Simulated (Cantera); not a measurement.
Input (Python, Cantera):

```python
import numpy as np
import cantera as ct

gas = ct.Solution("gri30.yaml")
gas.TPX = 1050, 14000, {'N2O': 1, 'H2': 0.0093, 'N2': 4.9}
reactor = ct.IdealGasConstPressureReactor(gas, energy="off", clone=False)
net = ct.ReactorNet([reactor])
net.rtol, net.atol = 1e-08, 1e-18
show = ['N2O', 'H2', 'H2O2', 'O', 'H', 'NO2', 'NO']
times = np.geomspace(0.0001, 90, 9)

steps = ct.SolutionArray(gas, extra=["t"])
rows = []
print(f"{'t/s':>10s}{'T/K':>9s}{'P/Pa':>11s}" + "".join(f"{s:>11s}" for s in show))
for t in times:
    while net.time < t:
        t_next = net.step()
        steps.append(gas.state, t=t_next)
    rows.append([np.interp(t, steps.t, y) for y in (steps.T, steps.P, *steps(*show).X.T)])
    print(f"{t:10.3e}{rows[-1][0]:9.1f}{rows[-1][1]:11.4g}" + "".join(f"{x:11.3e}" for x in rows[-1][2:]))
rate = np.gradient(steps.T, steps.t)
print("integrator steps:", len(steps.t))
if steps.T.max() > steps.T[0] + 200:
    print(f"time of steepest temperature rise: {steps.t[rate.argmax()]:.4e} s")
gas.TPX = 1050, 14000, {'N2O': 1, 'H2': 0.0093, 'N2': 4.9}
gas.equilibrate("TP")
print(f"equilibrium (TP): T = {gas.T:.1f} K  " + "  ".join(f"{s} {gas[s].X[0]:.3e}" for s in show))
```

It prints:

```
       t/s      T/K       P/Pa        N2O         H2       H2O2          O          H        NO2         NO
 1.000e-04   1050.0    1.4e+04  1.692e-01  1.574e-03  6.384e-18  2.414e-08  7.039e-10  2.927e-18  3.059e-10
 5.550e-04   1050.0    1.4e+04  1.692e-01  1.574e-03  7.027e-15  7.604e-08  1.032e-08  1.661e-15  6.640e-09
 3.080e-03   1050.0    1.4e+04  1.692e-01  1.572e-03  3.505e-12  9.426e-08  8.218e-08  1.878e-12  7.598e-08
 1.709e-02   1050.0    1.4e+04  1.692e-01  1.531e-03  6.660e-10  9.532e-08  3.578e-07  2.022e-09  7.757e-07
 9.487e-02   1050.0    1.4e+04  1.687e-01  1.060e-03  5.696e-09  1.075e-07  4.469e-07  7.185e-08  5.619e-06
 5.265e-01   1050.0    1.4e+04  1.675e-01  1.979e-04  2.733e-09  1.189e-07  4.584e-08  1.304e-06  1.887e-05
 2.922e+00   1050.0    1.4e+04  1.659e-01  3.199e-06  2.141e-10  1.195e-07  4.130e-10  1.003e-05  7.826e-05
 1.622e+01   1050.0    1.4e+04  1.582e-01  8.103e-10  1.606e-10  1.167e-07  9.719e-11  1.667e-05  4.286e-04
 9.000e+01   1050.0    1.4e+04  1.221e-01  7.385e-10  1.692e-10  1.126e-07  1.008e-10  1.796e-05  2.071e-03
integrator steps: 1753
equilibrium (TP): T = 1050.0 K  N2O 1.104e-09  H2 5.081e-12  H2O2 7.831e-13  O 5.002e-10  H 4.919e-14  NO2 3.045e-07  NO 3.484e-05
```

Model: GRI-Mech 3.0 (53 species, 325 reactions), integrated in Cantera. GRI-Mech 3.0 was tuned for natural gas; its chemistry of N2O as a main component is partial and can be far from experiment. The mechanism lacks the step 2 NO + O2 → 2 NO2, which can matter for NO2 below about 1400 K. The temperature is held fixed by assumption; the heat of reaction is taken as removed at once.
